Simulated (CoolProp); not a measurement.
Vapour pressure (MPa) of ammonia: the reference equation beside estimates from Tc = 405.6 K, pc = 11.36 MPa, ω = 0.256. Clausius-Clapeyron is anchored at 264.9 K with a constant enthalpy of vaporisation of 21.97 kJ/mol.

Computed with CoolProp (reference Helmholtz-energy equation of state, Gao 2020).

| T (K) | reference | Lee-Kesler | Clausius-Clapeyron | van der Waals | Redlich-Kwong |
|---|---|---|---|---|---|
| 227.5 | 0.05247 | 0.04899 | 0.06049 | 0.6619 | 0.1106 |
| 236.8 | 0.08681 | (withheld) | 0.09547 | 0.8420 | 0.1738 |
| 246.2 | 0.1382 | 0.1332 | 0.1462 | (withheld) | 0.2628 |
| 255.6 | 0.2116 | 0.2064 | 0.2170 | 1.304 | 0.3829 |
| 264.9 | 0.3119 | (withheld) | 0.3119 | (withheld) | 0.5383 |
| 274.3 | 0.4480 | 0.4452 | 0.4391 | 1.907 | 0.7383 |
| 283.7 | 0.6265 | 0.6265 | (withheld) | 2.270 | 0.9880 |
| 293.1 | 0.8557 | 0.8595 | 0.8146 | (withheld) | 1.293 |
| 302.4 | 1.141 | 1.149 | 1.075 | 3.120 | 1.657 |
| 311.8 | 1.497 | 1.511 | (withheld) | 3.615 | 2.092 |

Task: Complete the blanks.

Result: 
- 236.8, Lee-Kesler: 0.08243
- 246.2, van der Waals: 1.056
- 264.9, Lee-Kesler: 0.3074
- 264.9, van der Waals: 1.585
- 283.7, Clausius-Clapeyron: 0.6042
- 293.1, van der Waals: 2.675
- 311.8, Clausius-Clapeyron: 1.399

Absolute difference from the reference over all 10 rows, mean and median: Lee-Kesler 2.2 and 1.2 %, Clausius-Clapeyron 5.6 and 5.3 %, van der Waals 473.5 and 366.9 %, Redlich-Kwong 71.3 and 68.7 %.
